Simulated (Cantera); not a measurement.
A closed system holds: 1 mol TiO2, a varied amount of H2, held at 1673 K and 100000 Pa.

Equilibrium computed with Cantera from the NASA thermochemical tables; the gas is ideal and each condensed phase is pure. Candidate condensed phases: H2O, Ti, TiO, TiO2, Ti2O3, Ti3O5, Ti4O7; 12 gas species. Condensed phases not in the tables: Magnéli phases beyond Ti4O7. Equilibrium is a limit: real reactors are often held back by kinetics, nucleation or transport.

Question: At 11 mol H2, list the 3 most abundant gas species with their mole fractions, and the condensed phases.

Answer: H2 0.977, H2O 0.0227, H 0.000113. Condensed: Ti4O7(s).
